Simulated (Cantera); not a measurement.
An isothermal, constant-pressure homogeneous reactor starts with CH₄ : CO₂ = 1 : 0.56 (molar parts), at 1325 K and 1.00 bar. Integrator tolerance rtol = 1e-08.

Computed with Cantera and GRI-Mech 3.0 (53 species, 325 reactions). GRI-Mech 3.0 stops at C3 and has no aromatics, soot or wall deposition, so with more carbon than oxygen in the feed, carbon stays in small species such as C2H2 where larger ones or solid carbon would form.

Problem. What does this change do: temperature 1325 to 1873 K?

Solution. 
```json
[
 {"quantity": "x(CH₄) at 10.0 s", "before": "0.470 (gas-phase equilibrium 0.143)", "after": "0.00382 (gas-phase equilibrium 0.00382)"},
 {"quantity": "x(CO₂) at 10.0 s", "before": "0.293 (gas-phase equilibrium 5.67e-6)", "after": "3.19e-7 (gas-phase equilibrium 3.21e-7)"},
 {"quantity": "x(H₂) at 10.0 s", "before": "0.119 (gas-phase equilibrium 0.435)", "after": "0.566 (gas-phase equilibrium 0.566)"},
 {"quantity": "x(OH) at 10.0 s", "before": "1.16e-9 (gas-phase equilibrium <1e-12)", "after": "1.38e-10 (gas-phase equilibrium 1.38e-10)"},
 {"quantity": "x(CH₃) at 10.0 s", "before": "1.74e-5 (gas-phase equilibrium 7.07e-6)", "after": "6.60e-5 (gas-phase equilibrium 6.60e-5)"},
 {"quantity": "x(HO₂) at 10.0 s", "before": "<1e-12 (gas-phase equilibrium <1e-12)", "after": "<1e-12 (gas-phase equilibrium <1e-12)"},
 {"quantity": "x(H) at 10.0 s", "before": "2.23e-7 (gas-phase equilibrium 1.09e-6)", "after": "0.000489 (gas-phase equilibrium 0.000489)"}
]
```
